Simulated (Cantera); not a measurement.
Feed: 1 mol Si, 17 mol HCl, held at 1100 Pa.

Equilibrium computed with Cantera from the NASA thermochemical tables; the gas is ideal and each condensed phase is pure. Candidate condensed phases: Si; 19 gas species. The tables' values for SiCl3 are old estimates; treat these amounts as uncertain. Kinetics and transport are ignored.

x: gas mole fraction; nothing condenses.

```json
[
 {"T (K)": "798", "x HCl": "0.813", "x H2": "0.125", "x SiCl4": "0.0625", "x SiCl2": "4.18e-11", "x SiCl3": "1.52e-7", "x SiHCl3": "(withheld)"},
 {"T (K)": "848", "x HCl": "0.813", "x H2": "0.125", "x SiCl4": "0.0625", "x SiCl2": "6.09e-10", "x SiCl3": "7.26e-7", "x SiHCl3": "(withheld)"},
 {"T (K)": "898", "x HCl": "0.813", "x H2": "0.125", "x SiCl4": "0.0625", "x SiCl2": "6.54e-9", "x SiCl3": "2.91e-6", "x SiHCl3": "(withheld)"},
 {"T (K)": "948", "x HCl": "0.813", "x H2": "0.125", "x SiCl4": "0.0624", "x SiCl2": "5.44e-8", "x SiCl3": "1.00e-5", "x SiHCl3": "(withheld)"},
 {"T (K)": "998", "x HCl": "0.813", "x H2": "0.125", "x SiCl4": "0.0624", "x SiCl2": "3.64e-7", "x SiCl3": "3.04e-5", "x SiHCl3": "(withheld)"},
 {"T (K)": "1048", "x HCl": "0.813", "x H2": "0.125", "x SiCl4": "0.0623", "x SiCl2": "2.02e-6", "x SiCl3": "8.28e-5", "x SiHCl3": "(withheld)"},
 {"T (K)": "1098", "x HCl": "0.813", "x H2": "0.125", "x SiCl4": "0.0621", "x SiCl2": "9.51e-6", "x SiCl3": "0.000205", "x SiHCl3": "(withheld)"},
 {"T (K)": "1148", "x HCl": "0.813", "x H2": "0.125", "x SiCl4": "0.0618", "x SiCl2": "3.89e-5", "x SiCl3": "0.000466", "x SiHCl3": "(withheld)"},
 {"T (K)": "1198", "x HCl": "0.813", "x H2": "0.124", "x SiCl4": "0.0611", "x SiCl2": "0.000140", "x SiCl3": "0.000982", "x SiHCl3": "(withheld)"},
 {"T (K)": "1248", "x HCl": "0.814", "x H2": "0.123", "x SiCl4": "0.0597", "x SiCl2": "0.000443", "x SiCl3": "0.00192", "x SiHCl3": "(withheld)"},
 {"T (K)": "1298", "x HCl": "0.816", "x H2": "0.121", "x SiCl4": "0.0572", "x SiCl2": "0.00124", "x SiCl3": "0.00345", "x SiHCl3": "(withheld)"},
 {"T (K)": "1348", "x HCl": "0.820", "x H2": "0.118", "x SiCl4": "0.0530", "x SiCl2": "0.00305", "x SiCl3": "0.00567", "x SiHCl3": "0.000433"},
 {"T (K)": "1398", "x HCl": "0.825", "x H2": "0.113", "x SiCl4": "0.0466", "x SiCl2": "0.00643", "x SiCl3": "0.00837", "x SiHCl3": "0.000446"},
 {"T (K)": "1448", "x HCl": "0.833", "x H2": "0.105", "x SiCl4": "0.0384", "x SiCl2": "0.0116", "x SiCl3": "0.0110", "x SiHCl3": "0.000415"}
]
```

Fill in the missing entries.


- 798, x SiHCl3: 8.47e-6
- 848, x SiHCl3: 1.56e-5
- 898, x SiHCl3: 2.67e-5
- 948, x SiHCl3: 4.32e-5
- 998, x SiHCl3: 6.65e-5
- 1048, x SiHCl3: 9.79e-5
- 1098, x SiHCl3: 0.000139
- 1148, x SiHCl3: 0.000190
- 1198, x SiHCl3: 0.000251
- 1248, x SiHCl3: 0.000318
- 1298, x SiHCl3: 0.000384
